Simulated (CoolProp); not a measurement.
The fluid at 280.02 K and 10.7 MPa (liquid) is heated at constant pressure to 434.5 K. The same conditions are run with several fluids, on thermodynamics alone (safety and materials aside).

Values from CoolProp's reference Helmholtz-energy equation of state of each fluid (propylene: Lemmon 2013; R21: Platzer 1990; R143a: Lemmon and Jacobsen 2000; n-decane: Lemmon 2006; hydrogen sulfide: Lemmon 2006). The equations of Platzer and Polt are older, rougher fits.

```csv
fluid,heat (kJ/kg),final phase,final density (kg/m³)
propylene,477,supercritical,231
R21,169,liquid,1020
R143a,272,supercritical,409
n-decane,373,liquid,635
hydrogen sulfide,525,supercritical,141
```
